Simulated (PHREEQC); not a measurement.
1 kg of water holding 0.39 mol Na2CO3 and 0.01 mol Na2SO4 is evaporated at 25 °C; the solids stay in contact with the brine. CO2 is held at log p = -3.4 (atm). Solids allowed: Burkeite, Mirabilite, Nahcolite, Natron, Thenardite, Trona. Others were left out.

The series has 15 steps of water left (kg), from 0.9989 to 0.05738.

The numbers come from PHREEQC with the Pitzer model, pitzer.dat.

Which solids form, in which order, and at which step of the series does each first stand?

Trona from water left = 0.1137 kg (pH 10.15).

Complexes and solids missing from the database can't appear.
